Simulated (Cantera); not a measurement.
Stirred combustor or abatement burner

A perfectly stirred reactor is fed with CH4 : O2 : N2 = 1 : 2.86 : 10.7 (molar parts), at 1000000 Pa; it is adiabatic with a 550 K inlet, and is followed from long to short residence time, starting on the burning branch (τ in s: 0.2, 0.095, 0.046, 0.023, 0.011, 0.0054, 0.0026, 0.0013, 0.00063, 0.00031, 0.00015, 7.3e-05).

Detailed kinetics in Cantera: GRI-Mech 3.0 (53 species, 325 reactions).

```csv
τ (s),T (K),x CH4,x O2,x CO2,x NO,x H2O,x HCO
0.20,2034,6.27e-7,0.0584,0.0685,0.000919,0.137,8.68e-10
0.095,2035,1.30e-6,0.0586,0.0685,0.000520,0.137,1.83e-9
0.046,2035,2.61e-6,0.0587,0.0684,0.000288,0.137,3.77e-9
0.023,2035,5.02e-6,0.0588,0.0684,0.000165,0.137,7.55e-9
0.011,2034,9.76e-6,0.0589,0.0683,9.56e-5,0.136,1.58e-8
0.0054,2031,1.78e-5,0.0590,0.0680,6.18e-5,0.136,3.23e-8
0.0026,2027,3.17e-5,0.0591,0.0677,4.40e-5,0.136,6.76e-8
0.0013,2021,5.31e-5,0.0594,0.0671,3.49e-5,0.136,1.37e-7
0.00063,2011,8.97e-5,0.0599,0.0661,2.89e-5,0.135,2.86e-7
0.00031,1995,0.000151,0.0607,0.0645,2.44e-5,0.135,5.91e-7
0.00015,1969,0.000265,0.0621,0.0618,1.96e-5,0.134,1.25e-6
7.3e-5,1927,0.000510,0.0649,0.0571,1.41e-5,0.132,2.62e-6
```
x: mole fraction; the columns are a selection and need not sum to one.
